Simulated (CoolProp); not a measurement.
Vapour-liquid equilibrium of R152A (1) + methanol (2) at 0.0149 MPa; x and y are mole fractions of (1).

Computed with CoolProp (multi-fluid Helmholtz-energy mixture model, Outcalt 1996 and de Reuck 1993; pair parameters Bell 2016).

```json
[
 {"x": "0.05", "bubble temperature, mixture model (K)": "233.2", "bubble temperature, Raoult's law (K)": "270.0", "y, mixture model": "0.987", "y, Raoult's law": "0.789"},
 {"x": "0.2", "bubble temperature, mixture model (K)": "219.9", "bubble temperature, Raoult's law (K)": "241.9", "y, mixture model": "0.996", "y, Raoult's law": "0.977"},
 {"x": "0.35", "bubble temperature, mixture model (K)": "219.1", "bubble temperature, Raoult's law (K)": "231.0", "y, mixture model": "0.997", "y, Raoult's law": "0.993"},
 {"x": "0.5", "bubble temperature, mixture model (K)": "218.7", "bubble temperature, Raoult's law (K)": "224.6", "y, mixture model": "0.997", "y, Raoult's law": "0.997"},
 {"x": "0.65", "bubble temperature, mixture model (K)": "217.7", "bubble temperature, Raoult's law (K)": "220.0", "y, mixture model": "0.997", "y, Raoult's law": "0.999"},
 {"x": "0.8", "bubble temperature, mixture model (K)": "216.0", "bubble temperature, Raoult's law (K)": "216.6", "y, mixture model": "0.998", "y, Raoult's law": "0.999"},
 {"x": "0.95", "bubble temperature, mixture model (K)": "213.8", "bubble temperature, Raoult's law (K)": "213.8", "y, mixture model": "0.999", "y, Raoult's law": "1.000"}
]
```

The largest gap from Raoult's law is -36.8 K in bubble temperature, at x = 0.05. No azeotrope shows between x = 0.05 and 0.95.

Pair parameters are fitted to limited data, so mixtures are less certain than the pure fluids. With so large a gap from Raoult's law the liquid may split in two, which this calculation doesn't test in full.
